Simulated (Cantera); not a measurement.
Input: 1 mol (CH3)2SiCl2, 0.31 mol C2H4, 530 mol H2, at 0.00133 bar.

These are equilibrium values from Cantera (NASA tables, ideal gas, pure condensed phases), not measurements of a reactor. Candidate condensed phases: C, C6H6, C7H8, C8H18, Si, SiC; 109 gas species. The feed counts by its element totals alone. The numbers say what is thermodynamically allowed, not how fast it happens.

x: gas mole fraction; n: condensed amount in mol.

| T (K) | x H2 | x H | x HCl | x C2H2 (acetylene) | n C(graphite) |
|---|---|---|---|---|---|
| 2000 | 0.950 | 0.0434 | 0.00352 | 0.000730 | 1.72 |
| 2075 | 0.923 | 0.0701 | 0.00341 | 0.00115 | 1.23 |
| 2150 | 0.884 | 0.109 | 0.00324 | 0.00171 | 0.519 |
| 2225 | 0.831 | 0.162 | 0.00300 | 0.00208 | 0 |
| 2300 | 0.762 | 0.231 | … | 0.00199 | 0 |
| 2375 | 0.676 | 0.318 | … | 0.00186 | 0 |
| 2450 | 0.576 | 0.418 | … | 0.00168 | 0 |

### Question
Some entries are withheld; supply them.

### Answer

- 2300, x HCl: 0.00271
- 2375, x HCl: 0.00235
- 2450, x HCl: 0.00195
